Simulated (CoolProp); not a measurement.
Vapour-liquid equilibrium of carbon dioxide (1) + neopentane (2) at -6.45 °C; x and y are mole fractions of (1).

Values from CoolProp's multi-fluid Helmholtz-energy mixture model, Span 1996 and Lemmon 2006; pair parameters Bell 2016.

```
x     bubble pressure, mixture model (MPa)  bubble pressure, Raoult's law (MPa)  y, mixture model  y, Raoult's law
----  ------------------------------------  -----------------------------------  ----------------  ---------------
0.05                                0.2459                               0.1983             0.776            0.738
0.2                                 0.8315                               0.6291             0.933            0.930
0.35                                 1.327                                1.060             0.958            0.966
0.5                                  1.693                                1.491             0.968            0.982
0.65                                 1.986                                1.921             0.975            0.990
0.8                                  2.305                                2.352             0.983            0.995
0.95                                 2.743                                2.783             0.995            0.999
```

The largest gap from Raoult's law is +32.2 % in bubble pressure, at x = 0.2. No azeotrope shows between x = 0.05 and 0.95.

Pair parameters are fitted to limited data, so mixtures are less certain than the pure fluids. The gap from Raoult's law changes sign with composition, which may be real or a fault of the pair parameters; it wasn't checked against measurements.
